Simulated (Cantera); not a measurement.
A Cantera script and its output.

```python
import numpy as np
import cantera as ct

gas = ct.Solution("gri30.yaml")
gas.TPX = 325, 500000, {'CH4': 1, 'O2': 2.06, 'N2': 7.75, 'H2O': 0.25}
flame = ct.FreeFlame(gas, width=0.013)
flame.set_refine_criteria(ratio=3, slope=0.08, curve=0.16)
flame.transport_model = "mixture-averaged"
flame.solve(loglevel=0, auto=True)
z, T = flame.grid, flame.T
thick = (T[-1] - T[0]) / np.gradient(T, z).max()
show = ['CH4', 'O2', 'H2O', 'NO2', 'C2H6', 'NO']
print(f"laminar burning velocity  {flame.velocity[0] * 100:.3f} cm/s")
print(f"burnt temperature         {T[-1]:.1f} K")
print(f"thermal thickness         {thick * 1e3:.4f} mm")
print(f"grid points               {len(z)}")
z0 = z[flame.heat_release_rate.argmax()]
print(f"{'z/mm':>9s}{'T/K':>9s}{'u/(m/s)':>9s}" + "".join(f"{s:>11s}" for s in show))
rows = []
for k in (-3, -2, -1.5, -1, -0.5, -0.25, 0, 0.25, 0.5, 1, 2, 4, 8):
    zz = z0 + k * thick
    rows.append([k * thick, np.interp(zz, z, T), np.interp(zz, z, flame.velocity),
                 *(np.interp(zz, z, flame.X[gas.species_index(s)]) for s in show)])
    print(f"{rows[-1][0] * 1e3:9.3f}{rows[-1][1]:9.1f}{rows[-1][2]:9.3f}" + "".join(f"{x:11.3e}" for x in rows[-1][3:]))
```

It prints:

```
laminar burning velocity  18.942 cm/s
burnt temperature         2210.0 K
thermal thickness         0.1694 mm
grid points               144
     z/mm      T/K  u/(m/s)        CH4         O2        H2O        NO2       C2H6         NO
   -0.508    325.2    0.190  9.036e-02  1.862e-01  2.262e-02  3.621e-10  7.523e-09  7.465e-11
   -0.339    328.4    0.192  9.006e-02  1.858e-01  2.305e-02  9.207e-09  2.580e-07  1.473e-09
   -0.254    343.1    0.201  8.903e-02  1.847e-01  2.502e-02  6.552e-08  2.317e-06  9.708e-09
   -0.169    454.1    0.267  8.245e-02  1.766e-01  3.870e-02  6.534e-07  3.599e-05  1.429e-07
   -0.085    960.2    0.570  5.360e-02  1.331e-01  9.262e-02  2.105e-06  3.888e-04  3.397e-06
   -0.042   1397.5    0.833  2.749e-02  8.962e-02  1.354e-01  7.245e-07  6.326e-04  9.627e-06
    0.000   1813.3    1.081  4.270e-03  4.270e-02  1.744e-01  4.843e-08  5.962e-05  1.772e-05
    0.042   1978.4    1.173  7.685e-05  2.185e-02  1.868e-01  2.441e-08  2.130e-08  2.644e-05
    0.085   2045.2    1.207  8.856e-07  1.643e-02  1.898e-01  2.729e-08  4.198e-12  3.117e-05
    0.169   2112.6    1.242  4.113e-10  1.266e-02  1.937e-01  2.987e-08  4.055e-18  3.627e-05
    0.339   2164.6    1.269  1.875e-14  9.954e-03  1.974e-01  3.140e-08  1.137e-24  4.239e-05
    0.678   2194.2    1.284  3.064e-16  8.346e-03  1.996e-01  3.131e-08  6.367e-29  5.005e-05
    1.355   2206.8    1.290  1.508e-17  7.643e-03  2.005e-01  3.383e-08  2.348e-30  6.139e-05
```

Model: GRI-Mech 3.0 (53 species, 325 reactions), integrated in Cantera. Burning velocities carry a grid error of a few per cent, more on coarse grids.
